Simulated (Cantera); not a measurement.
Charge: 1 mol CHF3, 0.052 mol HCl, 0.094 mol H2, equilibrated at 1075 K and 133 Pa.

Equilibrium computed with Cantera from the NASA thermochemical tables; the gas is ideal and each condensed phase is pure. Candidate condensed phases: C, C6H6, C7H8, C8H18; 118 gas species. Gases not in the tables: C2F6 and larger saturated fluorocarbons. Kinetics and transport are ignored.

### Question
What is the equilibrium state?

### Answer
| Item | Result |
|---|---|
| x(HF) | 0.704 |
| x(CF4) | 0.266 |
| x(HCl) | 0.0279 |
| x(Cl) | 0.000843 |
| x(Cl2) | 0.000779 |
| x(CClF3) | 0.000335 |
| n(C(graphite)) | 0.548 mol |
| gas amount | 1.695 mol |
